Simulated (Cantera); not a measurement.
Charge: 1 mol Fe, 3.2 mol CO2, 0.36 mol CO, at 1948 K and 23.0 mbar.

These are equilibrium values from Cantera (NASA tables, ideal gas, pure condensed phases), not measurements of a reactor. Candidate condensed phases: C, Fe, Fe(CO)5, FeO, Fe2O3, Fe3O4; 15 gas species. The tables' stoichiometric FeO is somewhat more stable than real wüstite, so its field is too wide. FeO: taken at fixed stoichiometry. The numbers say what is thermodynamically allowed, not how fast it happens.

Base state: CO2 0.618, CO 0.381, Fe 0.000569, O2 8.18e-5, FeO 7.11e-5, O 2.65e-5 (mole fractions); condensed: FeO(l).

Question: What changes in the equilibrium state with this change: Fe replaced by Si?

Answer: 
```
species                 before     after
--------------------  --------  --------
CO                       0.381     0.662
CO2                      0.618     0.337
SiO                          0  0.000607
Fe                    0.000569         0
FeO                    7.11e-5         0
O2                     8.18e-5   8.09e-6
O                      2.65e-5   8.33e-6
FeO(l), mol              0.998         0
SiO2(condensed), mol         0     0.998
```
The tables hold silica as quartz up to 1696 K and as liquid above; real silica turns to tridymite and cristobalite and melts near 1996 K. Further candidate phases: Si, SiC, SiO2.
